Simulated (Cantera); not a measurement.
Feed: 1 mol TEOS, 0.75 mol NO, 0.64 mol H2, equilibrated at 2148 K and 60000 Pa.

Cantera equilibrium calculation (NASA polynomials, part measured and part estimated; ideal gas, pure solids and liquids). Candidate condensed phases: C, C6H6, C7H8, C8H18, H2O, Si, SiC, SiO2, Si2N2O, Si3N4; 151 gas species. The feed counts by its element totals alone. Gases not in the tables: Si2H6 and higher silanes. Equilibrium is a limit: real reactors are often held back by kinetics, nucleation or transport.

Base state: H2 0.668, CO 0.297, N2 0.0221, H 0.00440, SiO 0.00380, HCN 0.00308, C2H2 (acetylene) 0.00128, HNC 0.000225 (mole fractions); condensed: C(graphite) + SiC(s).

Problem. What changes in the equilibrium state with this change: NO from 0.75 to 6.4 mol?

Solution. 
```csv
species,before,after
H2,0.668,0.448
CO,0.297,0.355
N2,0.0221,0.144
H2O,8.07e-6,0.0291
SiO,0.00380,0.0157
C2H2 (acetylene),0.00128,<1e-9
CH4,7.90e-5,7.88e-9
"C(graphite), mol",2.28,0
"SiC(s), mol",0.939,0
"SiO2(l), mol",0,0.651
```
The tables hold silica as quartz up to 1696 K and as liquid above; real silica turns to tridymite and cristobalite and melts near 1996 K. Gases not in the tables: Si(OH)4.
